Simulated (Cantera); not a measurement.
Charge: 1 mol SiO2, 1 mol F2, held at 673 K and 6.60 mbar.

Method: chemical equilibrium by Gibbs-energy minimisation in Cantera with the NASA 1993 tables (ideal gas, pure condensed phases). Candidate condensed phases: Si, SiO2; 17 gas species. The numbers say what is thermodynamically allowed, not how fast it happens.

Base state: O2 0.500, SiF4 0.500 (mole fractions); condensed: SiO2(α-quartz).

Task: What changes in the equilibrium state with this change: SiO2 replaced by MgO?

Result: 
```csv
species,before,after
O2,0.500,1.00
SiF4,0.500,0
"SiO2(α-quartz), mol",0.500,0
"MgF2(s), mol",0,1.00
```
Further candidate phases: Mg, MgF2, MgO.
